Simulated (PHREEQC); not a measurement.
PHREEQC input (Pitzer model, pitzer.dat):

```
SOLUTION 1
  temp 63
  units mol/kgw
  pH 7 charge
  S(6) 0.41
  Na 0.82
END
SELECTED_OUTPUT 1
  -reset false
  -pH true
  -pe true
  -ionic_strength true
  -water true
  -totals K Na S
  -molalities H+ Na+ K+ SO4-2 OH- HSO4-
  -equilibrium_phases Arcanite Glaserite Mirabilite Misenite Thenardite
PRINT
  -reset false
USE solution 1
REACTION_PRESSURE 1
  1 50 100 200 300 400 500 600 800 1000
EQUILIBRIUM_PHASES 1
  Arcanite 0 30
  Glaserite 0 0
  Mirabilite 0 0
  Misenite 0 0
  Thenardite 0 0
END
```

Selected output (columns that matter, 10 of 10 rows; P (atm) added in front):

```
P (atm)	pH	mu	K	S	m_H+	m_K+	m_SO4-2	m_OH-	Arcanite
1	7.2406	4.2329	2.002	1.411	1.1004e-07	2.002	1.411	2.9005e-06	28.999
50	7.2315	4.2598	2.0198	1.4199	1.1126e-07	2.0198	1.4199	2.9102e-06	28.99
100	7.2224	4.2845	2.0363	1.4282	1.1257e-07	2.0363	1.4282	2.9221e-06	28.982
200	7.2039	4.3318	2.0679	1.4439	1.1532e-07	2.0679	1.4439	2.9489e-06	28.966
300	7.1854	4.3772	2.0982	1.4591	1.1823e-07	2.0982	1.4591	2.979e-06	28.951
400	7.1668	4.4213	2.1275	1.4738	1.2129e-07	2.1275	1.4738	3.012e-06	28.936
500	7.148	4.4644	2.1563	1.4881	1.2448e-07	2.1563	1.4881	3.0475e-06	28.922
600	7.1292	4.5067	2.1845	1.5022	1.278e-07	2.1845	1.5022	3.0852e-06	28.908
800	7.0915	4.5896	2.2397	1.5299	1.3481e-07	2.2397	1.5299	3.167e-06	28.88
1000	7.0537	4.671	2.294	1.557	1.4228e-07	2.294	1.557	3.256e-06	28.853
```

At this temperature some constants are extrapolated from 25 °C, and those without enthalpy data are left unchanged.
